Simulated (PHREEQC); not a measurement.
1 kg of water holding 0.099 mol Na2CO3, 0.024 mol NaOH and 0.36 mol NaCl is evaporated at 25 °C; the solids stay in contact with the brine. CO2 is held at log p = -3.4 (atm). Only these solids could form: Halite, Nahcolite, Natron, Trona.

The numbers come from PHREEQC with the Pitzer model, pitzer.dat.

| water left (kg) | ionic strength | water activity | Halite (mol) | Trona (mol) | Cl in solution (mol/kgw) | Na in solution (mol/kgw) |
|---|---|---|---|---|---|---|
| 0.9997 | 0.664 | 0.983 | 0 | 0 | 0.360 | 0.582 |
| 0.8216 | 0.811 | 0.980 | 0 | 0 | 0.438 | 0.708 |
| 0.6753 | 0.990 | 0.975 | 0 | 0 | 0.533 | 0.862 |
| 0.555 | 1.21 | 0.970 | 0 | 0 | ___ | 1.05 |
| 0.4562 | 1.48 | 0.964 | 0 | 0 | 0.789 | 1.28 |
| 0.3749 | 1.80 | 0.956 | 0 | 0 | 0.960 | 1.55 |
| 0.3082 | 2.20 | 0.947 | 0 | 0 | 1.17 | 1.89 |
| 0.2533 | 2.68 | 0.935 | 0 | 0 | 1.42 | ___ |
| 0.2082 | 3.27 | 0.920 | 0 | 0 | 1.73 | 2.80 |
| 0.1712 | 3.98 | 0.900 | 0 | 0 | 2.10 | 3.40 |
| 0.1407 | 4.85 | 0.875 | 0 | 0 | 2.56 | 4.14 |
| 0.1157 | 5.91 | 0.843 | 0 | 0 | 3.11 | 5.03 |
| 0.09501 | 7.12 | 0.801 | 0 | 0.00174 | 3.79 | 6.07 |
| 0.07688 | 7.22 | 0.772 | 0 | 0.0294 | ___ | ___ |
| 0.06225 | 7.45 | 0.743 | 0.0172 | 0.0463 | 5.51 | 6.84 |
| 0.05061 | 7.45 | 0.743 | 0.0813 | 0.0515 | 5.51 | 6.84 |
| 0.04102 | 7.45 | 0.743 | 0.134 | 0.0558 | 5.51 | 6.84 |
| 0.03316 | 7.45 | 0.743 | 0.177 | 0.0593 | 5.51 | 6.84 |
| 0.02669 | 7.45 | 0.743 | 0.213 | 0.0621 | 5.51 | 6.84 |
| 0.02137 | 7.45 | 0.743 | ___ | ___ | 5.51 | 6.84 |
| 0.017 | 7.45 | 0.743 | ___ | ___ | 5.51 | 6.84 |
| 0.01342 | 7.45 | 0.743 | 0.286 | 0.0680 | 5.51 | 6.84 |
| 0.01046 | 7.45 | 0.743 | 0.302 | 0.0693 | 5.51 | 6.84 |

Task: Fill in the missing entries.

Result: 
- 0.555, Cl in solution (mol/kgw): 0.649
- 0.2533, Na in solution (mol/kgw): 2.30
- 0.07688, Cl in solution (mol/kgw): 4.68
- 0.07688, Na in solution (mol/kgw): 6.42
- 0.02137, Halite (mol): 0.242
- 0.02137, Trona (mol): 0.0645
- 0.017, Halite (mol): 0.266
- 0.017, Trona (mol): 0.0664
